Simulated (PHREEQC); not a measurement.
Solution A (0.0039 mol CuCl2, 0.014 mol H2SO4 and 0.0025 mol NaCl per kg of water) is mixed with solution B (0.0036 mol/kgw CuSO4 and 0.012 mol/kgw FeCl3) at 20 °C; shares are by mass of water, 1 kg in all. Oxygen alone is held at its pressure in air (log pO2 = -0.68). CO2 from the air is kept out. Solids allowed: Fe(OH)3(a), Cu(OH)2, Brochantite, Antlerite, Atacamite, Jarosite-Na, Halite, Mirabilite, Chalcanthite. Others were left out.

The numbers come from PHREEQC with the ion-association model, wateq4f.dat.

```tsv
share of solution B	pH	SO4-2 (mol/kgw)	HSO4- (mol/kgw)
0	1.73	0.00661	0.00639
0.1	1.76	0.00577	0.00518
0.2	1.80	0.00492	0.00405
0.3	1.85	0.00406	0.00303
0.4	1.90	0.00324	0.00214
0.5	1.96	0.00248	0.00141
0.6	2.04	0.00184	0.000871
0.7	2.13	0.00137	0.000517
0.8	2.23	0.00104	0.000307
0.9	2.33	0.000821	0.000187
1	2.42	0.000649	0.000117
```

Complexes and solids missing from the database can't appear.
